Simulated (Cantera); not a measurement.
Fluorocarbon and chlorocarbon gases: CHF3

Input: 1 mol CHF3, held at 608 Torr.

Cantera equilibrium calculation (NASA polynomials, part measured and part estimated; ideal gas, pure solids and liquids). Candidate condensed phases: C, C6H6, C7H8, C8H18; 95 gas species. The tables' values for C2F4 are old estimates; treat these amounts as uncertain. Gases not in the tables: C2F6 and larger saturated fluorocarbons. The numbers say what is thermodynamically allowed, not how fast it happens.

From 1600 K to 2900 K the condensed part is C(graphite). The main C-bearing gas is CF4 at 1600 K and CF2 at 2900 K.

| T (K) | x HF | x CF4 | x CF2 | x F | x CF | x CF3 | x H | n C(graphite) |
|---|---|---|---|---|---|---|---|---|
| 1600 | 0.667 | 0.333 | 0.000111 | 8.58e-6 | 3.28e-9 | 4.51e-5 | 1.53e-8 | 0.500 |
| 1700 | 0.666 | 0.333 | 0.000379 | 3.48e-5 | 2.79e-8 | 0.000123 | 5.04e-8 | 0.500 |
| 1800 | 0.666 | 0.332 | 0.00113 | 0.000121 | 1.86e-7 | 0.000297 | 1.46e-7 | 0.499 |
| 1900 | 0.665 | 0.331 | 0.00298 | 0.000368 | 1.01e-6 | 0.000655 | 3.77e-7 | 0.498 |
| 2000 | 0.664 | 0.327 | 0.00708 | 0.00100 | 4.64e-6 | 0.00132 | 8.90e-7 | 0.495 |
| 2100 | 0.660 | 0.320 | 0.0154 | 0.00247 | 1.83e-5 | 0.00248 | 1.94e-6 | 0.488 |
| 2200 | 0.653 | 0.306 | 0.0308 | 0.00557 | 6.32e-5 | 0.00430 | 3.95e-6 | 0.477 |
| 2300 | 0.641 | 0.284 | 0.0567 | 0.0116 | 0.000194 | 0.00691 | 7.56e-6 | 0.457 |
| 2400 | 0.621 | 0.249 | 0.0962 | 0.0225 | 0.000532 | 0.0102 | 1.38e-5 | 0.427 |
| 2500 | 0.594 | 0.202 | 0.149 | 0.0402 | 0.00131 | 0.0136 | 2.41e-5 | 0.384 |
| 2600 | 0.559 | 0.146 | 0.209 | 0.0667 | 0.00293 | 0.0161 | 4.09e-5 | 0.332 |
| 2700 | 0.522 | 0.0908 | 0.262 | 0.102 | 0.00588 | 0.0165 | 6.90e-5 | 0.281 |
| 2800 | 0.489 | 0.0482 | 0.293 | 0.144 | 0.0107 | 0.0146 | 0.000117 | 0.250 |
| 2900 | 0.461 | 0.0222 | 0.296 | 0.191 | 0.0178 | 0.0113 | 0.000203 | 0.246 |
x: gas mole fraction; n: condensed amount in mol.
